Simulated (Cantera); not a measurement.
# Equilibrium for carbothermic reduction: Fe₃O₄ + CO + H₂

Feed: 1 mol Fe₃O₄, 4.6 mol CO, 0.36 mol H₂, equilibrated at 27.0 mbar.

These are equilibrium values from Cantera (NASA tables, ideal gas, pure condensed phases), not measurements of a reactor. Candidate condensed phases: C, C₆H₆, C₇H₈, C₈H₁₈, Fe, Fe(CO)₅, FeO, Fe(OH)₂, Fe(OH)₃, Fe₂O₃, Fe₃O₄, H₂O; 114 gas species. The tables' stoichiometric FeO is somewhat more stable than real wüstite, so its field is too wide. FeO: taken at fixed stoichiometry. Kinetics and transport are ignored.

```csv
T (K),x CO,x CO₂,x Fe,x H₂,x H₂O,x FeO,x H,n FeO(l)
1748,0.758,0.169,0.000286,0.0400,0.0324,2.30e-6,0.000278,3.00
1823,0.758,0.169,0.000789,0.0386,0.0336,8.58e-6,0.000518,3.00
1898,0.757,0.168,0.00199,0.0372,0.0347,2.86e-5,0.000917,2.99
1973,0.753,0.169,0.00461,0.0355,0.0358,8.67e-5,0.00155,2.98
2048,0.745,0.172,0.00983,0.0335,0.0368,0.000241,0.00249,2.95
2123,0.729,0.178,0.0192,0.0309,0.0378,0.000620,0.00384,2.90
2198,0.703,0.188,0.0344,0.0275,0.0388,0.00149,0.00562,2.81
2273,0.664,0.202,0.0565,0.0234,0.0394,0.00336,0.00783,2.68
2348,0.612,0.220,0.0857,0.0189,0.0392,0.00717,0.0103,2.49
2423,0.547,0.237,0.123,0.0144,0.0373,0.0146,0.0129,2.20
```
x: gas mole fraction; n: condensed amount in mol.

From 1748 K to 2423 K the condensed part is FeO(l). The main Fe-bearing gas is Fe throughout. The share of Fe in condensed phases is highest at 1748 K (100.0 %) and lowest at 2423 K (73.2 %).
